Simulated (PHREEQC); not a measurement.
# Copper plating or etch bath (model solution)

Dissolve 0.0033 mol/kgw CuSO4, 0.0056 mol/kgw HBF4 and 0.0003 mol/kgw AlCl3 at 20 °C. Closed to the air; pH follows from the charge balance.

Model: ion-association model, wateq4f.dat, run in PHREEQC.

```json
{
  "pH": "2.32",
  "ionic_strength": "0.0160 mol/kgw",
  "total_alkalinity": "-22.4 meq/kg"
}
```

```json
[
 {"species": "H+", "molality": "0.00532", "activity": "0.00478", "log γ": "-0.047"},
 {"species": "BF4-", "molality": "0.00390", "activity": "0.00341", "log γ": "-0.058"},
 {"species": "HF", "molality": "0.00386", "activity": "0.00388", "log γ": "0.002"},
 {"species": "Cu+2", "molality": "0.00281", "activity": "0.00175", "log γ": "-0.205"},
 {"species": "SO4-2", "molality": "0.00220", "activity": "0.00135", "log γ": "-0.213"},
 {"species": "H3BO3", "molality": "0.00127", "activity": "0.00127", "log γ": "0.002"},
 {"species": "Cl-", "molality": "0.000897", "activity": "0.000789", "log γ": "-0.056"},
 {"species": "F-", "molality": "0.000672", "activity": "0.000591", "log γ": "-0.056"},
 {"species": "HSO4-", "molality": "0.000637", "activity": "0.000563", "log γ": "-0.054"},
 {"species": "CuSO4", "molality": "0.000464", "activity": "0.000466", "log γ": "0.002"},
 {"species": "BF3OH-", "molality": "0.000336", "activity": "0.000294", "log γ": "-0.058"},
 {"species": "AlF3", "molality": "0.000211", "activity": "0.000212", "log γ": "0.002"},
 {"species": "BF2(OH)2-", "molality": "9.88e-5", "activity": "8.64e-5", "log γ": "-0.058"}
]
```

No solid was allowed to form. Real BF4- forms and hydrolyses slowly; the run takes it at equilibrium. Fluoro complexes past AlF4- and FeF3 are missing from the database.
